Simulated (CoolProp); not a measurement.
A Linde-Hampson liquefier for oxygen: isothermal reversible compression at 250 K from 1 atm to 10 MPa, throttling to 1 atm, return gas leaving the recuperator 0 K below the feed. Each further row changes one setting.

Model: reference Helmholtz-energy equation of state, Schmidt 1985, in CoolProp.

```json
[
 {"case": "as stated", "liquid yield per pass": "0.096", "compression work (kJ/kg of gas)": "290"},
 {"case": "high pressure 20 MPa", "liquid yield per pass": "0.177", "compression work (kJ/kg of gas)": "[?]"},
 {"case": "warm-end temperature 280 K", "liquid yield per pass": "[?]", "compression work (kJ/kg of gas)": "328"},
 {"case": "warm-end gap 5 K", "liquid yield per pass": "[?]", "compression work (kJ/kg of gas)": "290"}
]
```

Task: Complete the blanks.

Result: 
- high pressure 20 MPa, compression work (kJ/kg of gas): 329
- warm-end temperature 280 K, liquid yield per pass: 0.070
- warm-end gap 5 K, liquid yield per pass: 0.084
